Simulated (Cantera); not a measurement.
## Thermodynamics of abatement and gas-phase synthesis, feed S + SO2 + H2

Charge: 1 mol S, 0.066 mol SO2, 2.3 mol H2, at 220 bar.

Method: chemical equilibrium by Gibbs-energy minimisation in Cantera with the NASA 1993 tables (ideal gas, pure condensed phases). Candidate condensed phases: H2O, H2SO4, S; 19 gas species. The ideal-gas law is rough above about 30 bar. Gases not in the tables: S3 to S7. Equilibrium is a limit: real reactors are often held back by kinetics, nucleation or transport.

```csv
T (K),log p H2,log p H2S,log p H2O,log p S2,log p SH,log p H
900,2.02,2.01,1.10,-5.34,-5.18,-8.92
1000,2.02,2.01,1.10,-4.29,-4.22,-7.63
1100,2.02,2.01,1.10,-3.44,-3.44,-6.58
1200,2.02,2.01,1.10,-2.73,-2.79,-5.69
1300,2.02,2.01,1.10,-2.12,-2.24,-4.94
1400,2.02,2.01,1.10,-1.60,-1.76,-4.30
1500,2.02,2.01,1.10,-1.15,-1.35,-3.74
1600,2.02,2.01,1.10,-0.76,-1.00,-3.25
1700,2.03,2.00,1.10,-0.42,-0.68,-2.82
1800,2.03,2.00,1.10,-0.13,-0.41,-2.43
1900,2.03,1.99,1.10,0.13,-0.17,-2.08
2000,2.04,1.98,1.10,0.34,0.04,-1.77
```
log p: log10 of the partial pressure in bar; nothing condenses.

From 900 K to 2000 K nothing is condensed.
